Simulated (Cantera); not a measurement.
Mixture: CH4 : H2 : O2 : N2 = 1 : 0.13 : 3.13 : 11.8 (molar parts), at 1000000 Pa, adiabatic and at constant pressure. Ignition delay is the time to a rise of 400 K.

Cantera simulation using GRI-Mech 3.0 (53 species, 325 reactions); the numbers are that mechanism's predictions, not measurements.

**Question.** Predict: delay at 1023 K; delay at 1173 K; delay at 1323 K; delay at 1473 K; apparent activation energy between 1398 and 1548 K.

**Answer.** 
```json
{
  "delay at 1023 K": "13.1 ms",
  "delay at 1173 K": "1.56 ms",
  "delay at 1323 K": "0.394 ms",
  "delay at 1473 K": "0.114 ms",
  "apparent activation energy between 1398 and 1548 K": "140 kJ/mol"
}
```
